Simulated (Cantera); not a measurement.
A closed system holds: 1 mol AlCl3, 19 mol N2O, 3.8 mol H2, held at 4.88 Torr.

Method: chemical equilibrium by Gibbs-energy minimisation in Cantera with the NASA 1993 tables (ideal gas, pure condensed phases). Candidate condensed phases: Al, AlCl3, AlN, Al2O3, H2O, NH4Cl; 45 gas species. Kinetics and transport are ignored.

**Question.** At 1075 °C, list the 6 most abundant gas species with their mole fractions, and the condensed phases.

**Answer.** N2 0.595, O2 0.237, HCl 0.0900, H2O 0.0740, Cl 0.00353, NO 0.000494. Condensed: Al2O3(s).
